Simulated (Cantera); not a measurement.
## Thermodynamics of chemical vapour transport, feed TiO₂ + Cl₂ + O₂

A closed system holds: 1 mol TiO₂, 1.6 mol Cl₂, 0.041 mol O₂, held at 13.3 mbar.

Cantera equilibrium calculation (NASA polynomials, part measured and part estimated; ideal gas, pure solids and liquids). Candidate condensed phases: Ti, TiCl₂, TiCl₃, TiCl₄, TiO, TiO₂, Ti₂O₃, Ti₃O₅, Ti₄O₇; 15 gas species. Condensed phases not in the tables: TiOCl. Equilibrium is a limit: real reactors are often held back by kinetics, nucleation or transport.

```json
[
 {"T (°C)": "602", "x Cl₂": "0.975", "x Cl": "0.000394", "x O₂": "0.0250", "x TiCl₄": "9.75e-7", "x ClO": "6.57e-7", "x TiOCl₂": "<1e-12", "x TiCl₃": "<1e-12", "n TiO₂(rutile)": "1.000"},
 {"T (°C)": "702", "x Cl₂": "0.973", "x Cl": "0.00226", "x O₂": "0.0250", "x TiCl₄": "1.20e-5", "x ClO": "2.75e-6", "x TiOCl₂": "<1e-12", "x TiCl₃": "<1e-12", "n TiO₂(rutile)": "1.000"},
 {"T (°C)": "802", "x Cl₂": "0.966", "x Cl": "0.00939", "x O₂": "0.0250", "x TiCl₄": "9.02e-5", "x ClO": "8.81e-6", "x TiOCl₂": "8.40e-11", "x TiCl₃": "5.65e-11", "n TiO₂(rutile)": "1.000"},
 {"T (°C)": "902", "x Cl₂": "0.944", "x Cl": "0.0305", "x O₂": "0.0251", "x TiCl₄": "0.000461", "x ClO": "2.30e-5", "x TiOCl₂": "3.36e-9", "x TiCl₃": "2.40e-9", "n TiO₂(rutile)": "0.999"},
 {"T (°C)": "1002", "x Cl₂": "0.892", "x Cl": "0.0808", "x O₂": "0.0256", "x TiCl₄": "0.00165", "x ClO": "5.12e-5", "x TiOCl₂": "7.13e-8", "x TiCl₃": "5.21e-8", "n TiO₂(rutile)": "0.997"},
 {"T (°C)": "1102", "x Cl₂": "0.789", "x Cl": "0.180", "x O₂": "0.0268", "x TiCl₄": "0.00410", "x ClO": "9.93e-5", "x TiOCl₂": "8.80e-7", "x TiCl₃": "6.25e-7", "n TiO₂(rutile)": "0.993"},
 {"T (°C)": "1202", "x Cl₂": "0.627", "x Cl": "0.338", "x O₂": "0.0277", "x TiCl₄": "0.00702", "x ClO": "0.000165", "x TiOCl₂": "6.78e-6", "x TiCl₃": "4.44e-6", "n TiO₂(rutile)": "0.986"},
 {"T (°C)": "1302", "x Cl₂": "0.429", "x Cl": "0.536", "x O₂": "0.0266", "x TiCl₄": "0.00838", "x ClO": "0.000226", "x TiOCl₂": "3.47e-5", "x TiCl₃": "2.00e-5", "n TiO₂(rutile)": "0.981"},
 {"T (°C)": "1402", "x Cl₂": "0.247", "x Cl": "0.723", "x O₂": "0.0230", "x TiCl₄": "0.00704", "x ClO": "0.000254", "x TiOCl₂": "0.000123", "x TiCl₃": "6.03e-5", "n TiO₂(rutile)": "0.981"}
]
```
x: gas mole fraction; n: condensed amount in mol.

From 602 °C to 1402 °C the condensed part is TiO₂(rutile). The main Ti-bearing gas is TiCl₄ throughout.
